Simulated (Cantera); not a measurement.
What does this Cantera script print?

```python
import numpy as np
import cantera as ct

gas_names = """
    H H2 Si SiH SiH2 SiH3 SiH4 Si2 Si3
""".split()
cond_names = """
    Si(cr) Si(L)
""".split()


def load(file, names, dense=False):
    # The tables refer to 1 bar. Condensed volumes are neglected.
    table = {s.name: s for s in ct.Species.list_from_file(file)}
    out = []
    for n in names:
        d = dict(table[n].input_data)
        d["thermo"] = dict(d["thermo"], **{"reference-pressure": 1e5})
        if dense:
            d["equation-of-state"] = {"model": "constant-volume", "density": "1e6 g/cm^3"}
        out.append(ct.Species.from_dict(d))
    return out


gas = ct.Solution(thermo="ideal-gas", species=load("nasa_gas.yaml", gas_names))
cond = {s.name: ct.Solution(thermo="fixed-stoichiometry", species=[s], name=s.name)
        for s in load("nasa_condensed.yaml", cond_names, dense=True)}
atoms = {
    'SiH4': {'Si': 1, 'H': 4},
    'H2': {'H': 2},
}
top_T = {}  # K; cautious upper limits of use, not melting points


def equilibrate(T, P, feed):
    n = {}
    for name, mol in feed.items():
        for a, k in atoms[name].items():
            n[a] = n.get(a, 0.0) + k * mol
    gas.TPX = T, P, n
    mass = sum(n.values()) * gas.mean_molecular_weight
    gas.equilibrate("TP")
    valid = [c for c in cond.values() if c.min_temp <= T <= top_T.get(c.name, c.max_temp)]
    mix = ct.Mixture([(gas, mass / gas.mean_molecular_weight)] + [(c, 0.0) for c in valid])
    mix.T, mix.P = T, P
    mix.equilibrate("TP", solver="vcs", rtol=1e-11, max_steps=5000)
    return mix


results = []
feed = {'SiH4': 1, 'H2': 92}  # mol
T = 1650  # K
P = 15000  # Pa
mix = equilibrate(T, P, feed)
results.append((T, P, feed, dict(zip(mix.species_names, mix.species_moles))))
print(gas.report(threshold=0.001))
for i in range(1, mix.n_phases):
    print(f"{mix.phase(i).name:16s} {mix.phase_moles(i):12.5e} mol")
```

It prints:

```
       temperature   1650 K
          pressure   15000 Pa
           density   0.0022044 kg/m^3
  mean mol. weight   2.0161 kg/kmol
   phase of matter   gas

                          1 kg             1 kmol
                     ---------------   ---------------
          enthalpy        2.0477e+07        4.1283e+07  J
   internal energy        1.3672e+07        2.7565e+07  J
           entropy             98107        1.9779e+05  J/K
    Gibbs function        -1.414e+08       -2.8507e+08  J
 heat capacity c_p             16339             32942  J/K
 heat capacity c_v             12215             24627  J/K

                      mass frac. Y      mole frac. X     chem. pot. / RT
                     ---------------   ---------------   ---------------
                H2           0.99971           0.99975           -20.782
     [   +8 minor]        0.00029308        0.00024645

Si(cr)            9.98879e-01 mol
```

These are equilibrium values from Cantera (NASA tables, ideal gas, pure condensed phases), not measurements of a reactor.
